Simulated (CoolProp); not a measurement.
Vapour-liquid equilibrium of R143a (1) + R152A (2) at 175.1 K; x and y are mole fractions of (1).

Model: multi-fluid Helmholtz-energy mixture model, Lemmon and Jacobsen 2000 and Outcalt 1996; pair parameters Bell 2016, in CoolProp.

```tsv
x	bubble pressure, mixture model (MPa)	bubble pressure, Raoult's law (MPa)	y, mixture model	y, Raoult's law
0.05	0.0009613	0.0008687	0.300	0.227
0.125	0.001301	0.001112	[?]	0.444
0.2	0.001601	0.001355	0.640	0.583
0.275	0.001870	0.001598	0.716	0.679
0.35	0.002116	0.001841	[?]	0.750
0.425	0.002345	0.002084	0.812	0.805
0.5	0.002562	0.002327	0.846	0.848
0.575	0.002772	0.002570	0.875	0.883
0.65	[?]	0.002813	0.900	0.912
0.725	0.003180	0.003056	0.924	0.936
0.8	0.003384	0.003299	0.946	0.957
0.875	0.003591	0.003542	0.967	0.975
0.95	0.003803	0.003785	0.987	0.991
```

### Question
What belongs in the gaps?

### Answer

- 0.125, y, mixture model: 0.521
- 0.35, y, mixture model: 0.770
- 0.65, bubble pressure, mixture model (MPa): 0.002977

The largest gap from Raoult's law is +18.2 % in bubble pressure, at x = 0.2. No azeotrope shows between x = 0.05 and 0.95.

The pair parameters rest on a limited set of measurements; away from them the model extrapolates.
